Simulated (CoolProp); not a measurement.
Values from CoolProp's reference Helmholtz-energy equation of state, Lemmon 2022.

For R1234yf, give the phase and the density (kg/m³), cp (kJ/(kg K)), isothermal compressibility (1/MPa), expansivity (1/kK) at 136.85 °C and 30.7 bar; 136.85 °C and 338 bar.


- 136.85 °C and 30.7 bar: gas; density 136, cp 1.33, isothermal compressibility 0.448, expansivity 6.30
- 136.85 °C and 338 bar: supercritical; density 996, cp 1.39, isothermal compressibility 0.00559, expansivity 2.07
